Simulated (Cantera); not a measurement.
Input: 1 mol HgO, 2.6 mol H2, equilibrated at 0.000280 bar.

These are equilibrium values from Cantera (NASA tables, ideal gas, pure condensed phases), not measurements of a reactor. Candidate condensed phases: H2O, Hg, HgO; 10 gas species. Rates play no part. All values below are at 452 °C.

Base state: H2 0.444, H2O 0.278, Hg 0.278 (mole fractions); condensed: gas only.

Q: What changes in the equilibrium state with this change: HgO replaced by Pb?

A: 
```json
[
 {"species": "H2", "before": "0.444", "after": "1.000"},
 {"species": "Pb", "before": "0", "after": "1.21e-5"},
 {"species": "H2O", "before": "0.278", "after": "0"},
 {"species": "Hg", "before": "0.278", "after": "0"},
 {"species": "Pb(l), mol", "before": "0", "after": "1.000"}
]
```
Further candidate phases: Pb.
